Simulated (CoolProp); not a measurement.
R113 along the isotherm 194.65 °C: Z from the reference equation and from simpler models built on Tc = 214.1 °C, pc = 3.392 MPa, ω = 0.253; each cubic takes its own stable root.

The numbers come from the reference Helmholtz-energy equation of state, Marx 1992 in CoolProp.

```
p (MPa)   phase  reference
-------  ------  ---------
0.942       gas     0.8831
1.88        gas     0.7317
2.83     liquid     0.1378
3.77     liquid     0.1756
4.71     liquid     0.2132
5.65     liquid     0.2502
6.6      liquid     0.2871
7.54     liquid     0.3232
8.48     liquid     0.3588
```

Question: How far does each simpler model (van der Waals, Redlich-Kwong, Soave-Redlich-Kwong) lie from the reference over these 9 states: mean and median of the absolute difference, and the worst?

Answer: 
- van der Waals: mean 65.9 %, median 44.9 %, worst +303.8 % at 194.65 °C and 2.83 MPa
- Redlich-Kwong: mean 13.5 %, median 13.9 %, worst +27.8 % at 194.65 °C and 2.83 MPa
- Soave-Redlich-Kwong: mean 11.2 %, median 12.2 %, worst +21.4 % at 194.65 °C and 2.83 MPa

At some of these states van der Waals gives the other phase, because its saturation line lies elsewhere.
